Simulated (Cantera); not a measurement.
Charge: 1 mol Fe2O3, 10 mol HCl, at 0.180 Torr.

Equilibrium computed with Cantera from the NASA thermochemical tables; the gas is ideal and each condensed phase is pure. Candidate condensed phases: Fe, FeCl2, FeCl3, FeO, Fe(OH)2, Fe(OH)3, Fe2O3, Fe3O4, H2O; 22 gas species. The numbers say what is thermodynamically allowed, not how fast it happens.

At 975 K, list the 4 most abundant gas species with their mole fractions, and the condensed phases.

HCl 0.965, H2O 0.0182, FeCl2 0.00896, Cl2 0.00370. Condensed: Fe2O3(s).
